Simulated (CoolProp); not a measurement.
The fluid at 293.15 K and 0.00506 MPa is compressed adiabatically to 0.0161 MPa with isentropic efficiency 0.8. The same conditions are run with several fluids, on thermodynamics alone (safety and materials aside).

Model: reference Helmholtz-energy equation of state of each fluid (benzene: Thol 2012; R245ca: Zhou 2016; chlorine: Thol 2021; R123: Younglove 1994; R365MFC: Lemmon 2016), in CoolProp.

```tsv
fluid	work (kJ/kg)	final temperature (K)	final density (kg/m³)
benzene	47.6	336.4	0.452
R245ca	27.3	323.3	0.807
chlorine	57.4	410.4	0.335
R123	24.1	328.5	0.906
R365MFC	24.5	318.0	0.908
```
